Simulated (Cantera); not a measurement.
A perfectly stirred reactor is fed with 17.5 % CH₄, 59.6 % H₂O, 22.8 % H₂, 0.156 % N₂, at 0.132 atm; it is held at 1350 K, and followed from long to short residence time.

Computed with Cantera and GRI-Mech 3.0 (53 species, 325 reactions).

**Question.** Predict: x(CH₄) at τ = 13.0 s; x(H₂O) at τ = 13.0 s; x(H₂) at τ = 13.0 s; x(CO) at τ = 13.0 s; x(CH₄) at τ = 70.0 ms; x(H₂O) at τ = 70.0 ms; x(H₂) at τ = 70.0 ms; x(CO) at τ = 70.0 ms.

**Answer.** x(CH₄) at τ = 13.0 s: 0.153
x(H₂O) at τ = 13.0 s: 0.584
x(H₂) at τ = 13.0 s: 0.252
x(CO) at τ = 13.0 s: 0.000501
x(CH₄) at τ = 70.0 ms: 0.175
x(H₂O) at τ = 70.0 ms: 0.596
x(H₂) at τ = 70.0 ms: 0.228
x(CO) at τ = 70.0 ms: 2.32e-7
